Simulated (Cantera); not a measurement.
**Catalytic combustion on Pt**

An isothermal plug-flow reactor at 575 K and 0.370 bar (inlet), inlet velocity 1.1 m/s, active area per volume 8400 1/m; feed 1.29 % H2, 13.9 % O2, 84.8 % N2.

Model: Deutschmann's 1995 Pt surface mechanism with GRI-Mech 3.0 gas chemistry, integrated in Cantera. Catalytic surfaces can have several steady states; this one follows from the mechanism file's or the stated starting coverage. Mass transfer to the wall is taken as infinitely fast.

```tsv
z (m)	x H2	x O2	x H2O	θ free Pt	θ O*	θ OH*
6.2e-05	0.00421	0.136	0.00872	0.0496	0.943	0.00730
0.00011	0.00275	0.135	0.0102	0.0326	0.961	0.00624
0.0002	0.00167	0.135	0.0113	0.0198	0.975	0.00504
0.00035	0.00100	0.134	0.0119	0.0120	0.984	0.00401
0.00062	0.000583	0.134	0.0124	0.00700	0.990	0.00311
0.0011	0.000333	0.134	0.0126	0.00405	0.994	0.00238
0.002	0.000182	0.134	0.0128	0.00232	0.996	0.00181
0.0035	0.000100	0.134	0.0129	0.00143	0.997	0.00143
0.0062	5.04e-5	0.134	0.0129	0.000957	0.998	0.00117
```
x: gas mole fraction; θ: surface coverage.
